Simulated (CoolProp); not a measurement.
Properties of propane along the isobar 4.35 MPa.

Values from CoolProp's reference Helmholtz-energy equation of state, Lemmon 2009.

```tsv
T (K)	phase	speed of sound (m/s)	Prandtl number
282	liquid	881.9	2.89
312.1	liquid	690.9	2.74
342.2	liquid	481.6	2.69
372.3	supercritical	150.2	4.86
402.4	supercritical	213.8	1.06
432.5	supercritical	244.0	0.902
462.6	supercritical	266.3	0.837
492.7	supercritical	284.6	0.800
522.8	supercritical	300.4	0.773
552.9	supercritical	314.6	0.752
```

Viscosity comes from a separate model (Vogel 1998). Thermal conductivity comes from a separate model (Marsh 2002).
